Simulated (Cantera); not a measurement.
Feed: 1 mol SiO2, 1.4 mol Al2O3, 0.31 mol O2, equilibrated at 950 K and 0.00520 bar.

These are equilibrium values from Cantera (NASA tables, ideal gas, pure condensed phases), not measurements of a reactor. Candidate condensed phases: Al, Al2O3, Al2SiO5, Al6Si2O13, Si, SiO2; 14 gas species. Condensed phases not in the tables: alloys, solid solutions and most ternary compounds. Kinetics and transport are ignored.

Base state: O2 1.00 (mole fractions); condensed: Al2O3(s) + Al2SiO5(andalusite).

Task: What changes in the equilibrium state with this change: 1.6 mol NH3 added?

Result: 
```json
[
 {"species": "H2", "before": "0", "after": "0.556"},
 {"species": "N2", "before": "0", "after": "0.250"},
 {"species": "H2O", "before": "0", "after": "0.194"},
 {"species": "O2", "before": "1.00", "after": "<1e-9"},
 {"species": "Al2O3(s), mol", "before": "0.400", "after": "0.400"},
 {"species": "Al2SiO5(andalusite), mol", "before": "1.00", "after": "1.00"}
]
```
Further candidate phases: AlN, H2O, Si2N2O, Si3N4.
